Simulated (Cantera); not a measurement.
**Thermodynamics of silicon epitaxy and polysilicon growth, feed Si₂H₆ + HCl + H₂**

Feed: 1 mol Si₂H₆, 3.8 mol HCl, 3.4 mol H₂, equilibrated at 73000 Pa.

Cantera equilibrium calculation (NASA polynomials, part measured and part estimated; ideal gas, pure solids and liquids). Candidate condensed phases: Si; 19 gas species. The feed counts by its element totals alone. The tables' values for SiCl₃, SiCl are old estimates; treat these amounts as uncertain. Rates play no part.

```json
[
 {"T (K)": "1125", "x H₂": "0.865", "x HCl": "0.0280", "x SiCl₂": "0.00192", "x SiCl₄": "0.0651", "x SiHCl₃": "0.0350", "x SiCl₃": "0.00319", "n Si(s)": "1.01"},
 {"T (K)": "1175", "x H₂": "0.857", "x HCl": "0.0378", "x SiCl₂": "0.00380", "x SiCl₄": "0.0615", "x SiHCl₃": "0.0329", "x SiCl₃": "0.00489", "n Si(s)": "1.02"},
 {"T (K)": "1225", "x H₂": "0.847", "x HCl": "0.0493", "x SiCl₂": "0.00699", "x SiCl₄": "0.0567", "x SiHCl₃": "0.0304", "x SiCl₃": "0.00708", "n Si(s)": "1.03"},
 {"T (K)": "1275", "x H₂": "0.836", "x HCl": "0.0622", "x SiCl₂": "0.0120", "x SiCl₄": "0.0506", "x SiHCl₃": "0.0274", "x SiCl₃": "0.00967", "n Si(s)": "1.04"},
 {"T (K)": "1325", "x H₂": "0.823", "x HCl": "0.0761", "x SiCl₂": "0.0193", "x SiCl₄": "0.0433", "x SiHCl₃": "0.0240", "x SiCl₃": "0.0124", "n Si(s)": "1.04"},
 {"T (K)": "1375", "x H₂": "0.809", "x HCl": "0.0901", "x SiCl₂": "0.0289", "x SiCl₄": "0.0351", "x SiHCl₃": "0.0201", "x SiCl₃": "0.0149", "n Si(s)": "1.04"},
 {"T (K)": "1425", "x H₂": "0.795", "x HCl": "0.103", "x SiCl₂": "0.0405", "x SiCl₄": "0.0267", "x SiHCl₃": "0.0161", "x SiCl₃": "0.0166", "n Si(s)": "1.02"},
 {"T (K)": "1475", "x H₂": "0.782", "x HCl": "0.115", "x SiCl₂": "0.0530", "x SiCl₄": "0.0190", "x SiHCl₃": "0.0123", "x SiCl₃": "0.0172", "n Si(s)": "0.993"},
 {"T (K)": "1525", "x H₂": "0.771", "x HCl": "0.124", "x SiCl₂": "0.0651", "x SiCl₄": "0.0127", "x SiHCl₃": "0.00895", "x SiCl₃": "0.0167", "n Si(s)": "0.966"},
 {"T (K)": "1575", "x H₂": "0.763", "x HCl": "0.131", "x SiCl₂": "0.0759", "x SiCl₄": "0.00805", "x SiHCl₃": "0.00627", "x SiCl₃": "0.0153", "n Si(s)": "0.939"},
 {"T (K)": "1625", "x H₂": "0.757", "x HCl": "0.135", "x SiCl₂": "0.0847", "x SiCl₄": "0.00491", "x SiHCl₃": "0.00428", "x SiCl₃": "0.0134", "n Si(s)": "0.917"},
 {"T (K)": "1675", "x H₂": "0.752", "x HCl": "0.138", "x SiCl₂": "0.0916", "x SiCl₄": "0.00294", "x SiHCl₃": "0.00289", "x SiCl₃": "0.0114", "n Si(s)": "0.898"}
]
```
x: gas mole fraction; n: condensed amount in mol.

From 1125 K to 1675 K the condensed part is Si(s). The main Si-bearing gas is SiCl₄ at 1125 K and SiCl₂ at 1675 K. The share of Si in condensed phases is highest at 1325 K (52.2 %) and lowest at 1675 K (44.9 %).
